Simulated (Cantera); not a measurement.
Cantera run:

```python
import numpy as np
import cantera as ct

gas_names = """
    H H2 N NH NH2 NH3 N2 N2H2 N2H4 Si SiH SiH2 SiH3 SiH4 SiN Si2 Si2N Si3
""".split()
cond_names = """
    Si(cr) Si(L) Si3N4(a)
""".split()


def load(file, names, dense=False):
    # The tables refer to 1 bar. Condensed volumes are neglected.
    table = {s.name: s for s in ct.Species.list_from_file(file)}
    out = []
    for n in names:
        d = dict(table[n].input_data)
        d["thermo"] = dict(d["thermo"], **{"reference-pressure": 1e5})
        if dense:
            d["equation-of-state"] = {"model": "constant-volume", "density": "1e6 g/cm^3"}
        out.append(ct.Species.from_dict(d))
    return out


gas = ct.Solution(thermo="ideal-gas", species=load("nasa_gas.yaml", gas_names))
cond = {s.name: ct.Solution(thermo="fixed-stoichiometry", species=[s], name=s.name)
        for s in load("nasa_condensed.yaml", cond_names, dense=True)}
atoms = {
    'SiH4': {'Si': 1, 'H': 4},
    'NH3': {'N': 1, 'H': 3},
}
top_T = {'Si3N4(a)': 2400}  # K; cautious upper limits of use, not melting points


def equilibrate(T, P, feed):
    n = {}
    for name, mol in feed.items():
        for a, k in atoms[name].items():
            n[a] = n.get(a, 0.0) + k * mol
    gas.TPX = T, P, n
    mass = sum(n.values()) * gas.mean_molecular_weight
    gas.equilibrate("TP")
    valid = [c for c in cond.values() if c.min_temp <= T <= top_T.get(c.name, c.max_temp)]
    mix = ct.Mixture([(gas, mass / gas.mean_molecular_weight)] + [(c, 0.0) for c in valid])
    mix.T, mix.P = T, P
    mix.equilibrate("TP", solver="vcs", rtol=1e-11, max_steps=5000)
    return mix


results = []
feed = {'SiH4': 1, 'NH3': 1.5}  # mol
T = 1773.15  # K
for P in [5, 15, 45, 140, 410, 1200, 3700, 11000, 33000, 100000]:
    mix = equilibrate(T, P, feed)
    results.append((T, P, feed, dict(zip(mix.species_names, mix.species_moles))))

top = {s: max(r[3][s] / sum(r[3][g] for g in gas_names) for r in results) for s in gas_names}
cols = sorted((s for s in top if top[s] > 1e-05), key=lambda s: -top[s])[:6]
seen = [c for c in cond_names if any(r[3].get(c, 0) > 1e-12 for r in results)]
print("log10 of partial pressures in bar; condensed amounts in mol")
print(f"{'P/Pa':>10s}" + "".join(f"{s[:9]:>10s}" for s in cols + seen))
for T, P, feed, n in results:
    ng = sum(n[g] for g in gas_names)
    print(f"{P:10.4g}" + "".join(f"{np.log10(max(n[s] / ng * P / 1e5, 1e-99)):10.3f}" for s in cols)
          + "".join(f"{n.get(c, 0):10.4g}" for c in seen))
```

Output:

```
log10 of partial pressures in bar; condensed amounts in mol
      P/Pa        H2        N2        Si         H       SiH       Si2     Si(L)  Si3N4(a)
         5    -4.409    -5.153    -5.671    -5.750    -7.784    -7.925    0.7661         0
        15    -3.911    -4.659    -5.671    -5.501    -7.535    -7.925    0.9241         0
        45    -3.425    -4.176    -5.671    -5.258    -7.292    -7.925    0.9746         0
       140    -2.928    -3.680    -5.671    -5.010    -7.044    -7.925    0.9916         0
       410    -2.460    -3.212    -5.671    -4.775    -6.809    -7.925    0.9969         0
      1200    -1.993    -2.745    -5.671    -4.542    -6.576    -7.925    0.9988         0
      3700    -1.503    -2.256    -5.671    -4.297    -6.331    -7.925    0.9995         0
   1.1e+04    -0.982    -2.248    -5.671    -4.036    -6.070    -7.925    0.2196      0.26
   3.3e+04    -0.490    -2.197    -5.705    -3.790    -5.859    -7.994         0    0.3333
     1e+05    -0.009    -1.716    -6.026    -3.550    -5.939    -8.635         0    0.3333
```

Equilibrium computed with Cantera from the NASA thermochemical tables; the gas is ideal and each condensed phase is pure. Mutual solubility and eutectic melting of coexisting phases are not modelled. The tables' values for SiN are old estimates; treat these amounts as uncertain. Gases not in the tables: Si2H6 and higher silanes.
